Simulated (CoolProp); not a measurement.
Vapour-liquid equilibrium of cyclohexane (1) + p-xylene (2) at 38.6 kPa; x and y are mole fractions of (1).

Values from CoolProp's multi-fluid Helmholtz-energy mixture model, Zhou 2014 and Zhou 2012; pair parameters Bell 2016.

```csv
x,"bubble temperature, mixture model (°C)","bubble temperature, Raoult's law (°C)","y, mixture model","y, Raoult's law"
0.05,97.5,99.5,0.269,0.223
0.15,85.6,89.5,0.566,0.509
0.25,77.5,81.7,0.714,0.676
0.35,71.5,75.4,0.799,0.780
0.45,67.0,70.1,0.855,0.849
0.55,63.3,65.7,0.894,0.898
0.65,60.3,61.9,0.924,0.932
0.75,57.6,58.5,0.949,0.958
0.85,55.1,55.6,0.970,0.978
0.95,52.8,52.9,0.990,0.994
```

The largest gap from Raoult's law is -4.2 K in bubble temperature, at x = 0.25. No azeotrope shows between x = 0.05 and 0.95.

The pair parameters rest on a limited set of measurements; away from them the model extrapolates.
